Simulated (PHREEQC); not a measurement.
Acid mine or pickling water

Synthetic water in mmol/kgw, 25 °C, pH 2.05, pe 10.4:

| constituent | mmol/kgw |
|---|---|
| Na | 11.8 |
| K | 5.94 |
| Ca | 9.9 |
| Mg | 3.09 |
| Cl | 7.26 |
| S(6) | 28.2 |
| B | 0.206 |
| Cd | 0.0215 |
| Al | 0.00471 |

Na is adjusted to close the charge balance.
Valence states are taken as typed.

Computed with PHREEQC (ion-association model, phreeqc.dat).

Each row changes one thing in this solution. No solid was allowed to form.

```tsv
case	ionic strength (mol/kgw)	SO4-2 (mol/kgw)	Na+ (mol/kgw)	HSO4- (mol/kgw)	Ca+2 (mol/kgw)	K+ (mol/kgw)	SI of Gypsum (CaSO4:2H2O)	SI of Halite (NaCl)
as made	0.0706	0.0157	0.0133	0.00709	0.00647	0.00568	-0.16	-5.78
K from 5.94 to 17.8 mmol/kgw	0.0704	0.0156	0.00186	0.00705	0.00648	0.0170	-0.16	-6.64
temperature from 25 to 85 °C at the same typed pH	0.0545	0.00750	0.00453	0.0158	0.00703	0.00566	-0.28	-6.30
```

Away from 25 °C the constants follow the database's enthalpies or fits; those with neither stay at their 25 °C values.
